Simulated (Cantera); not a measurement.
Input: 1 mol AlN, 1.8 mol I2, 1.5 mol O2, held at 0.100 bar.

Equilibrium computed with Cantera from the NASA thermochemical tables; the gas is ideal and each condensed phase is pure. Candidate condensed phases: Al, AlI3, AlN, Al2O3, I2; 21 gas species. Rates play no part. All values below are at 1573 K.

Base state: I 0.718, O2 0.157, N2 0.105, I2 0.0191, NO 0.000543, O 1.31e-5 (mole fractions); condensed: Al2O3(s).

Problem. What changes in the equilibrium state with this change: I2 from 1.8 to 0.011 mol?

Solution. 
| species | before | after |
|---|---|---|
| O2 | 0.157 | 0.589 |
| N2 | 0.105 | 0.392 |
| I | 0.718 | 0.0173 |
| I2 | 0.0191 | 1.11e-5 |
| NO | 0.000543 | 0.00203 |
| O | 1.31e-5 | 2.53e-5 |
| Al2O3(s), mol | 0.500 | 0.500 |
